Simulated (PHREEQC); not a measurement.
## Metal-bearing waste water: speciation

Dissolve 5.6 mmol/kgw Pb(NO3)2 and 1.5 mmol/kgw CaCl2 at 25 °C. Closed to the air; pH follows from the charge balance.

The numbers come from PHREEQC with the ion-association model, wateq4f.dat.

No solid was allowed to form.

Q: What pH does the model give?

A: pH 5.09.

Q: In which forms is N present?

A: NO3- 96 %, PbNO3+ 3.9 % of the N.

Species that the database lacks are ignored.
